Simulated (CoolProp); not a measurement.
Properties of methanol at several states (Tc = 240.2 °C, pc = 8216 kPa, ω = 0.565).

Model: reference Helmholtz-energy equation of state, de Reuck 1993, in CoolProp.

```csv
T (°C),p (kPa),phase,cp (kJ/(kg K)),speed of sound (m/s),fugacity coefficient
320.55,16.4,gas,2.083,419.4,0.9996
44.25,399,liquid,2.664,1041,0.1061
316.25,10.9,gas,2.073,418.0,0.9998
157.45,1220,gas,3.601,330.3,0.8889
91.75,2040,liquid,3.072,907.9,0.1279
```
